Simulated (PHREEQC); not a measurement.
# Nickel, zinc or cadmium bath: an equilibrium model

Make-up at 20 °C: 0.0066 mol CdCl2 and 0.0082 mol NaCl per kg of water. Closed to the air; pH follows from the charge balance.

Model: ion-association model, phreeqc.dat, run in PHREEQC.

No solid was allowed to form.

### Question
Predict the pH, ionic strength.

### Answer
pH 6.00; ionic strength 0.0212 mol/kgw.

### Question
In which forms is Cl present?

### Answer
Cl- 84 %, CdCl+ 15 %, CdCl2 1.6 % of the Cl.
